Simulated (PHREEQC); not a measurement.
A solution holds 0.0039 mol/kgw Cu(BF4)2, 0.0054 mol/kgw HNO3 and 0.047 mol/kgw KCl, at 51 °C. Closed to the air; pH follows from the charge balance.

The numbers come from PHREEQC with the ion-association model, phreeqc.dat.

This is a speciation only: nothing precipitates in the calculation.

Estimate the pH, density.

pH 2.41; density 0.991 g/cm³.

In which forms is Cl present?

Cl- 99 %, CuCl+ 1.2 % of the Cl.

Species that the database lacks are ignored. Constants without temperature data keep their 25 °C values here. Real BF4- forms and hydrolyses slowly; the run takes it at equilibrium.
